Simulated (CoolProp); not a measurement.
Vapour-liquid equilibrium of diethyl ether (1) + acetone (2) at 306 kPa; x and y are mole fractions of (1).

Values from CoolProp's multi-fluid Helmholtz-energy mixture model, Thol 2014 and Lemmon 2006; pair parameters Bell 2016.

```
x     bubble temperature (K)  y at the bubble point  dew temperature at overall composition x (K)  liquid density (mol/L)
----  ----------------------  ---------------------  --------------------------------------------  ----------------------
0.05                   363.1                  0.108                                         364.5                   11.92
0.15                   358.4                  0.288                                         362.0                   11.54
0.25                   354.4                  0.428                                         359.4                   11.16
0.35                   351.2                  0.536                                         356.7                   10.79
0.45                   348.7                  0.621                                         353.8                   10.44
0.55                   346.8                  0.691                                         350.8                   10.10
0.65                   345.3                  0.753                                         347.9                   9.776
0.75                   344.2                  0.812                                         345.3                   9.473
0.85                   343.3                  0.875                                         343.6                   9.191
0.95                   342.9                  0.952                                         342.9                   8.927
```

No azeotrope shows between x = 0.05 and 0.95.

The pair parameters rest on a limited set of measurements; away from them the model extrapolates.
